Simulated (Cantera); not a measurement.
Cantera with NASA thermochemical tables; ideal gases at 1 bar, condensed phases pure. Values are per mole of reaction as written; species without (g) are pure solids or liquids, kept so even where they would boil at 1 bar.

### Question
Between 850 and 1200 K, where is each reaction favourable under standard conditions?
- Ti4O7 + 2 TiOCl2(g) = 3 Ti2O3 + 2 Cl2(g)

### Answer
- Ti4O7 + 2 TiOCl2(g) = 3 Ti2O3 + 2 Cl2(g): ΔG° is 56 kJ at 850 K and 92 kJ at 1200 K; it stays positive (K < 1). ΔH° is -19 kJ and ΔS° -92 J/K at 1200 K.
